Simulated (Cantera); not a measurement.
Adiabatic ignition

An adiabatic, constant-pressure homogeneous reactor starts with 13.7 % CO, 5.34 % H₂, 17.0 % O₂, 64.0 % N₂, equivalence ratio 0.56, at 1050 K and 350000 Pa.

Computed with Cantera and GRI-Mech 3.0 (53 species, 325 reactions). The hydrogen kinetics of GRI-Mech 3.0 are dated; newer H2 mechanisms differ, most at raised pressure.

| t (s) | T (K) | x CO | x H₂ | x O₂ | x H₂O₂ | x H₂O | x OH |
|---|---|---|---|---|---|---|---|
| 3.00e-6 | 1050 | 0.137 | 0.0534 | 0.170 | <1e-12 | 5.11e-10 | 1.08e-10 |
| 7.17e-6 | 1050 | 0.137 | 0.0534 | 0.170 | 3.30e-12 | 2.87e-9 | 2.32e-10 |
| 1.72e-5 | 1050 | 0.137 | 0.0534 | 0.170 | 3.60e-11 | 1.39e-8 | 4.36e-10 |
| 4.10e-5 | 1050 | 0.137 | 0.0534 | 0.170 | 3.57e-10 | 6.59e-8 | 9.28e-10 |
| 9.81e-5 | 1050 | 0.137 | 0.0534 | 0.170 | 4.13e-9 | 4.46e-7 | 3.68e-9 |
| 0.000235 | 1050 | 0.137 | 0.0534 | 0.170 | 2.30e-7 | 1.03e-5 | 6.69e-8 |
| 0.000561 | 1090 | 0.136 | 0.0497 | 0.167 | 0.000210 | 0.00349 | 2.58e-5 |
| 0.00134 | 2415 | 0.00622 | 0.000404 | 0.0832 | 1.76e-7 | 0.0558 | 0.00477 |
| 0.00321 | 2413 | 0.00617 | 0.000402 | 0.0827 | 1.75e-7 | 0.0559 | 0.00473 |
| 0.00767 | 2409 | 0.00608 | 0.000397 | 0.0815 | 1.72e-7 | 0.0559 | 0.00466 |
| 0.0183 | 2403 | 0.00595 | 0.000389 | 0.0797 | 1.68e-7 | 0.0560 | 0.00454 |
| 0.0439 | 2398 | 0.00584 | 0.000383 | 0.0783 | 1.65e-7 | 0.0561 | 0.00445 |
| 0.105 | 2397 | 0.00582 | 0.000382 | 0.0780 | 1.64e-7 | 0.0561 | 0.00443 |
| 0.251 | 2397 | 0.00582 | 0.000382 | 0.0780 | 1.64e-7 | 0.0561 | 0.00443 |
| 0.600 | 2397 | 0.00582 | 0.000382 | 0.0780 | 1.64e-7 | 0.0561 | 0.00443 |
x: mole fraction; the columns are a selection and need not sum to one.

```
Property                                                              Result
---------------------------------  -----------------------------------------
time of steepest temperature rise                                   0.595 ms
temperature at 0.600 s                                                2397 K
equilibrium temperature                                               2397 K
x(CO) at 0.600 s                     0.00582 (gas-phase equilibrium 0.00582)
x(H₂) at 0.600 s                   0.000382 (gas-phase equilibrium 0.000382)
x(O₂) at 0.600 s                       0.0780 (gas-phase equilibrium 0.0780)
```
